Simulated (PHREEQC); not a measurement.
1 kg of water holding 0.42 mol/kgw NaCl, 0.006 mol/kgw KCl, 0.6 mol/kgw NaBr and 0.28 mol/kgw MgBr2 is evaporated at 25 °C; the solids stay in contact with the brine. CO2 from the air is kept out. Only these solids could form: Bischofite, Brucite, Carnallite, Halite, Sylvite, MgCl2_4H2O.

Computed with PHREEQC (Pitzer model, pitzer.dat).

```
water left (kg)  ionic strength  water activity  Br in solution (mol/kgw)  Na in solution (mol/kgw)  Mg in solution (mol/kgw)
---------------  --------------  --------------  ------------------------  ------------------------  ------------------------
1                          1.87           0.948                      1.16                      1.02                     0.280
0.8219                     2.27           0.935                      1.41                      1.24                     0.341
0.6755                     2.76           0.918                      1.72                      1.51                     0.414
0.5552                     3.36           0.895                      2.09                      1.84                     0.504
0.4563                     4.09           0.866                      2.54                      2.24                     0.614
0.375                      4.98           0.827                      3.09                      2.72                     0.747
0.3082                     6.05           0.776                      3.76                      3.31                     0.908
```

Complexes and solids missing from the database can't appear.
